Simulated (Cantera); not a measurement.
Input: 1 mol HCl, 0.45 mol O₂, 1.5 mol N₂, at 2252 °C and 100 Torr.

These are equilibrium values from Cantera (NASA tables, ideal gas, pure condensed phases), not measurements of a reactor. Candidate condensed phases: H₂O, NH₄Cl; 29 gas species. Kinetics and transport are ignored.

Base state: N₂ 0.475, HCl 0.169, Cl 0.151, O₂ 0.0923, H₂O 0.0614, OH 0.0165, O 0.0136, NO 0.0124 (mole fractions); condensed: gas only.

**Question.** What changes in the equilibrium state with this change: temperature from 2252 °C to 527 °C?

**Answer.** 
```json
[
 {"species": "N₂", "before": "0.475", "after": "0.531"},
 {"species": "HCl", "before": "0.169", "after": "0.178"},
 {"species": "O₂", "before": "0.0923", "after": "0.115"},
 {"species": "Cl", "before": "0.151", "after": "7.60e-6"},
 {"species": "Cl₂", "before": "0.000229", "after": "0.0881"},
 {"species": "OH", "before": "0.0165", "after": "1.17e-9"},
 {"species": "O", "before": "0.0136", "after": "<1e-9"},
 {"species": "NO", "before": "0.0124", "after": "1.22e-6"},
 {"species": "H₂O", "before": "0.0614", "after": "0.0882"},
 {"species": "H", "before": "0.00468", "after": "<1e-9"},
 {"species": "H₂", "before": "0.00371", "after": "<1e-9"}
]
```
